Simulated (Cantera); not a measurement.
Input: 1 mol CuO, 0.86 mol CH4, 7.8 mol H2, at 2273 K and 0.0170 bar.

Method: chemical equilibrium by Gibbs-energy minimisation in Cantera with the NASA 1993 tables (ideal gas, pure condensed phases). The numbers say what is thermodynamically allowed, not how fast it happens.

| species | before | after |
|---|---|---|
| H2 | 0.773 | 0.804 |
| Cu | 0.0853 | 0.0865 |
| CO | 0.0732 | 0.0745 |
| H | 0.0566 | 0.0227 |
| H2O | 0.0116 | 0.0119 |
| Cu2 | 2.88e-5 | 0.000191 |
| OH | 0.000132 | 5.22e-5 |
| CO2 | 0.000199 | 0.000200 |
Gas species are given as mole fractions.

Problem. Name the change that produced these shifts.
(A) temperature from 2273 K to 873 K
(B) pressure from 0.0170 bar to 0.00590 bar
(C) pressure from 0.0170 bar to 0.0100 bar
(D) pressure from 0.0170 bar to 0.110 bar

Solution. D, pressure from 0.0170 bar to 0.110 bar
